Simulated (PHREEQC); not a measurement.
# Brine: an equilibrium model

Make-up at 25 °C: 1.1 mol Na2SO4, 0.0018 mol Na2B4O7 and 0.47 mol MgCl2 per kg of water. It is in equilibrium with CO2 at log p = 0 (atm). Otherwise closed; pH follows from the charge balance.

Computed with PHREEQC (Pitzer model, pitzer.dat).

This is a speciation only: nothing precipitates in the calculation.

**Question.** Predict the pH.

**Answer.** pH 4.88.

**Question.** In which forms is C present?

**Answer.** CO2 83 %, HCO3- 17 % of the C.

Species that the database lacks are ignored. In brines, pH and single-ion activities rest on the MacInnes convention.
